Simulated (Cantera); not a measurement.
An isothermal, constant-pressure homogeneous reactor starts with H2 : O2 : N2 = 0.018 : 1 : 0.13 (molar parts), equivalence ratio 0.0090, at 1250 K and 10.00 Torr.

Cantera simulation using GRI-Mech 3.0 (53 species, 325 reactions); the numbers are that mechanism's predictions, not measurements. Radical loss at walls, strong at low pressure, is not modelled.

### Question
Predict: x(H2) at 7.00 s; x(O2) at 7.00 s; x(NO) at 7.00 s; x(O) at 7.00 s; x(OH) at 7.00 s; x(H) at 7.00 s.

### Answer
```
Quantity                                            Value
---------------  ----------------------------------------
x(H2) at 7.00 s   2.07e-7 (gas-phase equilibrium 5.09e-9)
x(O2) at 7.00 s       0.870 (gas-phase equilibrium 0.870)
x(NO) at 7.00 s  3.53e-8 (gas-phase equilibrium 0.000220)
x(O) at 7.00 s    2.26e-5 (gas-phase equilibrium 5.63e-7)
x(OH) at 7.00 s   6.10e-5 (gas-phase equilibrium 9.62e-6)
x(H) at 7.00 s   7.65e-8 (gas-phase equilibrium 3.01e-10)
```
